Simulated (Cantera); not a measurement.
Charge: 1 mol SrCl₂, 1.8 mol H₂O, 260 mol H₂, at 1323.15 K and 7.50 Torr.

These are equilibrium values from Cantera (NASA tables, ideal gas, pure condensed phases), not measurements of a reactor. Candidate condensed phases: H₂O, Sr, SrCl₂, SrO, Sr(OH)₂; 20 gas species. Mutual solubility and eutectic melting of coexisting phases are not modelled. Condensed phases not in the tables: oxide chlorides. The numbers say what is thermodynamically allowed, not how fast it happens.

Base state: H₂ 0.991, H₂O 0.00624, SrCl₂ 0.00198, HCl 0.00125, H 1.58e-5 (mole fractions); condensed: SrCl₂(l) + SrO(s).

### Question
What changes in the equilibrium state with this change: H₂O from 1.8 to 7.6 mol?

### Answer
| species | before | after |
|---|---|---|
| H₂ | 0.991 | 0.968 |
| H₂O | 0.00624 | 0.0270 |
| HCl | 0.00125 | 0.00259 |
| SrCl₂ | 0.00198 | 0.00198 |
| H | 1.58e-5 | 1.56e-5 |
| SrCl₂(l), mol | 0.318 | 0.121 |
| SrO(s), mol | 0.163 | 0.348 |

### Question
What changes in the equilibrium state with this change: pressure from 7.50 Torr to 6.08 Torr?

### Answer
```json
[
 {"species": "H₂", "before": "0.991", "after": "0.990"},
 {"species": "H₂O", "before": "0.00624", "after": "0.00617"},
 {"species": "SrCl₂", "before": "0.00198", "after": "0.00244"},
 {"species": "HCl", "before": "0.00125", "after": "0.00138"},
 {"species": "H", "before": "1.58e-5", "after": "1.76e-5"},
 {"species": "SrCl₂(l), mol", "before": "0.318", "after": "0.178"},
 {"species": "SrO(s), mol", "before": "0.163", "after": "0.181"}
]
```
